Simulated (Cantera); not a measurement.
A jet of CH4 : O2 : N2 = 0.08 : 0.058 : 0.79 (molar parts) at 300 K and 3600 Pa hits a platinum plate 2.4 cm away at a mass flux of 0.026 kg/m²/s; the plate temperature is set and raised in steps from an oxygen-covered start.

Detailed kinetics in Cantera: Deutschmann's 1995 Pt surface mechanism with GRI-Mech 3.0 gas chemistry. Catalytic surfaces can have several steady states; this one follows from the mechanism file's or the stated starting coverage.

One state of this run: wall x CH4 = 0.0140; wall x O2 = 0.00355; wall x H2O = 0.0350; wall x OH = <1e-8; wall x CO = 0.0737; wall x CO2 = 0.000261; θ free Pt = 0.875; θ H* = 0.00208; θ CO* = 0.0294; θ C* = 0.0938. x: mole fraction at the wall; θ: surface coverage.

Question: Which value of plate T (K) does it belong to?
(A) 1200
(B) 1000
(C) 1250
(D) 1100

Answer: D, 1100
